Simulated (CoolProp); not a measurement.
Properties of acetone at several states (Tc = 508.1 K, pc = 4692 kPa, ω = 0.307).

Computed with CoolProp (reference Helmholtz-energy equation of state, Lemmon 2006). It is a short technical equation, of lower accuracy than the large ones.

```json
[
 {"T (K)": "428.1", "p (kPa)": "960", "phase": "gas", "Z": "0.8259", "cv (kJ/(kg K))": "1.739", "Joule-Thomson coefficient (K/MPa)": "25.42", "isothermal compressibility (1/MPa)": "[?]", "expansivity (1/kK)": "4.730", "fugacity coefficient": "[?]"},
 {"T (K)": "380.1", "p (kPa)": "25.7", "phase": "gas", "Z": "0.9935", "cv (kJ/(kg K))": "1.394", "Joule-Thomson coefficient (K/MPa)": "38.04", "isothermal compressibility (1/MPa)": "39.17", "expansivity (1/kK)": "2.704", "fugacity coefficient": "0.9935"},
 {"T (K)": "421.4", "p (kPa)": "194", "phase": "gas", "Z": "[?]", "cv (kJ/(kg K))": "1.544", "Joule-Thomson coefficient (K/MPa)": "24.19", "isothermal compressibility (1/MPa)": "5.337", "expansivity (1/kK)": "2.701", "fugacity coefficient": "0.9677"},
 {"T (K)": "224.2", "p (kPa)": "48.6", "phase": "liquid", "Z": "0.001752", "cv (kJ/(kg K))": "1.459", "Joule-Thomson coefficient (K/MPa)": "-0.4157", "isothermal compressibility (1/MPa)": "0.0006943", "expansivity (1/kK)": "1.225", "fugacity coefficient": "0.007227"},
 {"T (K)": "505.6", "p (kPa)": "23.8", "phase": "gas", "Z": "0.9980", "cv (kJ/(kg K))": "[?]", "Joule-Thomson coefficient (K/MPa)": "11.68", "isothermal compressibility (1/MPa)": "42.10", "expansivity (1/kK)": "1.992", "fugacity coefficient": "0.9980"}
]
```

**Question.** Some entries are withheld; supply them.

**Answer.** 
- 428.1, isothermal compressibility (1/MPa): 1.303
- 428.1, fugacity coefficient: 0.8511
- 421.4, Z: 0.9667
- 505.6, cv (kJ/(kg K)): 1.737
